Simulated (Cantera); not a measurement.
Input (Python, Cantera):

```python
import numpy as np
import cantera as ct

gas = ct.Solution("gri30.yaml")
gas.TPX = 1350, 82000, {'CO': 1, 'H2': 0.42, 'O2': 0.887, 'N2': 3.34}
reactor = ct.IdealGasConstPressureReactor(gas, energy="on", clone=False)
net = ct.ReactorNet([reactor])
net.rtol, net.atol = 1e-08, 1e-16
show = ['CO', 'H2', 'O2', 'H2O', 'O']
times = np.geomspace(3e-06, 2, 15)

steps = ct.SolutionArray(gas, extra=["t"])
rows = []
print(f"{'t/s':>10s}{'T/K':>9s}{'P/Pa':>11s}" + "".join(f"{s:>11s}" for s in show))
for t in times:
    while net.time < t:
        t_next = net.step()
        steps.append(gas.state, t=t_next)
    rows.append([np.interp(t, steps.t, y) for y in (steps.T, steps.P, *steps(*show).X.T)])
    print(f"{t:10.3e}{rows[-1][0]:9.1f}{rows[-1][1]:11.4g}" + "".join(f"{x:11.3e}" for x in rows[-1][2:]))
rate = np.gradient(steps.T, steps.t)
print("integrator steps:", len(steps.t))
if steps.T.max() > steps.T[0] + 200:
    print(f"time of steepest temperature rise: {steps.t[rate.argmax()]:.4e} s")
gas.TPX = 1350, 82000, {'CO': 1, 'H2': 0.42, 'O2': 0.887, 'N2': 3.34}
gas.equilibrate("HP")
print(f"equilibrium (HP): T = {gas.T:.1f} K  " + "  ".join(f"{s} {gas[s].X[0]:.3e}" for s in show))
```

It prints:

```
       t/s      T/K       P/Pa         CO         H2         O2        H2O          O
 3.000e-06   1350.0    8.2e+04  1.771e-01  7.438e-02  1.571e-01  3.038e-08  3.115e-08
 7.818e-06   1350.0    8.2e+04  1.771e-01  7.437e-02  1.571e-01  5.373e-07  2.384e-07
 2.038e-05   1350.1    8.2e+04  1.771e-01  7.425e-02  1.570e-01  7.967e-05  2.852e-05
 5.310e-05   1626.9    8.2e+04  1.340e-01  7.262e-03  9.268e-02  4.866e-02  3.105e-02
 1.384e-04   2115.2    8.2e+04  8.569e-02  8.618e-03  6.813e-02  5.142e-02  2.678e-02
 3.607e-04   2435.9    8.2e+04  7.174e-02  6.095e-03  6.306e-02  6.176e-02  1.504e-02
 9.399e-04   2633.5    8.2e+04  5.727e-02  4.311e-03  5.706e-02  6.770e-02  8.932e-03
 2.449e-03   2659.5    8.2e+04  5.457e-02  4.048e-03  5.436e-02  6.872e-02  7.896e-03
 6.384e-03   2654.1    8.2e+04  5.437e-02  4.049e-03  5.192e-02  6.899e-02  7.512e-03
 1.664e-02   2651.5    8.2e+04  5.428e-02  4.050e-03  5.079e-02  6.911e-02  7.337e-03
 4.336e-02   2651.4    8.2e+04  5.428e-02  4.050e-03  5.074e-02  6.912e-02  7.328e-03
 1.130e-01   2651.4    8.2e+04  5.428e-02  4.050e-03  5.074e-02  6.912e-02  7.328e-03
 2.945e-01   2651.4    8.2e+04  5.428e-02  4.050e-03  5.074e-02  6.912e-02  7.328e-03
 7.674e-01   2651.4    8.2e+04  5.428e-02  4.050e-03  5.074e-02  6.912e-02  7.328e-03
 2.000e+00   2651.4    8.2e+04  5.428e-02  4.050e-03  5.074e-02  6.912e-02  7.328e-03
integrator steps: 1291
time of steepest temperature rise: 4.1257e-05 s
equilibrium (HP): T = 2651.4 K  CO 5.428e-02  H2 4.050e-03  O2 5.074e-02  H2O 6.912e-02  O 7.328e-03
```

Detailed kinetics in Cantera: GRI-Mech 3.0 (53 species, 325 reactions).
